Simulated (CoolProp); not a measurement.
Vapour pressure (MPa) of p-xylene: the reference equation beside estimates from Tc = 616.2 K, pc = 3.532 MPa, ω = 0.324.

Model: reference Helmholtz-energy equation of state, Zhou 2012, in CoolProp.

| T (K) | reference | van der Waals | Peng-Robinson |
|---|---|---|---|
| 471.3 | 0.3984 | 1.096 | 0.3998 |
| 473.6 | 0.4167 | 1.122 | 0.4183 |
| 475.9 | (withheld) | 1.148 | (withheld) |
| 478.2 | 0.4552 | 1.175 | 0.4573 |
| 480.6 | 0.4763 | 1.203 | 0.4787 |
| 482.9 | 0.4972 | 1.230 | 0.5000 |
| 485.2 | 0.5188 | 1.258 | (withheld) |
| 487.5 | 0.5412 | 1.286 | 0.5446 |
| 489.8 | 0.5642 | (withheld) | 0.5681 |
| 492.1 | 0.5880 | 1.343 | (withheld) |
| 494.4 | 0.6126 | (withheld) | 0.6172 |
| 496.7 | 0.6379 | 1.402 | 0.6430 |

**Question.** Fill in the missing entries.

**Answer.** 
- 475.9, reference: 0.4356
- 475.9, Peng-Robinson: 0.4375
- 485.2, Peng-Robinson: 0.5219
- 489.8, van der Waals: 1.314
- 492.1, Peng-Robinson: 0.5922
- 494.4, van der Waals: 1.373

Absolute difference from the reference over all 12 rows, mean and median: van der Waals 145.9 and 144.9 %, Peng-Robinson 0.6 and 0.6 %.
